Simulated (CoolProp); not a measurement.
Properties of octamethyltrisiloxane (MDM) along the isotherm 575 K.

Values from CoolProp's reference Helmholtz-energy equation of state, Thol 2017.

| p (kPa) | phase | density (kg/m³) | Joule-Thomson coefficient (K/MPa) | fugacity coefficient |
|---|---|---|---|---|
| 2.27 | gas | 0.1124 | 8.140 | 0.9995 |
| 3.54 | gas | 0.1753 | 8.144 | 0.9992 |
| 5.51 | gas | 0.2729 | 8.150 | 0.9988 |
| 8.58 | gas | 0.4253 | 8.160 | 0.9981 |
| 13.4 | gas | 0.6649 | 8.175 | 0.9971 |
| 20.8 | gas | 1.034 | 8.199 | 0.9955 |
| 32.4 | gas | 1.614 | 8.236 | 0.9930 |
| 50.4 | gas | 2.521 | 8.296 | 0.9891 |
| 78.5 | gas | 3.952 | 8.390 | 0.9830 |
| 122 | gas | 6.204 | 8.542 | 0.9736 |
| 190 | gas | 9.819 | 8.793 | 0.9590 |
| 296 | gas | 15.71 | 9.224 | 0.9362 |
| 462 | gas | 25.67 | 10.02 | 0.9007 |
| 719 | gas | 43.45 | 11.67 | 0.8458 |
